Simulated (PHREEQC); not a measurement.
0.21 g of hydrous ferric oxide (600 m²/g; 0.2 weak and 0.005 strong sites per Fe, Dzombak-Morel constants, diffuse double layer) in 1 kg of water with 0.01 mol/kgw of an inert sodium salt, at 25 °C; the pH is set by adding NaOH or the inert anion's acid. O2 is buffered at 0.21 atm. The system is closed to CO2. Precipitation was switched off in this run.

Base run: PHREEQC, ion-association model, wateq4f.dat. Each further column changes one thing. The table gives surface charge σ (C/m²).

```
pH      base  background salt from 0.01 to 0.001 mol/kgw  oxide from 0.21 to 1.1 g/kgw  6.5e-05 mol/kgw BaCl2 added
----  ------  ------------------------------------------  ----------------------------  ---------------------------
3      0.325                                       0.256                         0.327                        0.325
3.75   0.246                                       0.146                         0.249                        0.247
4.88   0.124                                       0.057                         0.125                        0.124
5.62   0.069                                       0.028                         0.070                        0.070
6.38   0.034                                       0.012                         0.034                        0.035
7.12   0.015                                       0.005                         0.015                        0.015
8.25  -0.002                                      -0.001                        -0.002                       -0.001
9     -0.013                                      -0.004                        -0.013                       -0.011
```

The oxide is taken as insoluble; below pH 4 it would dissolve.
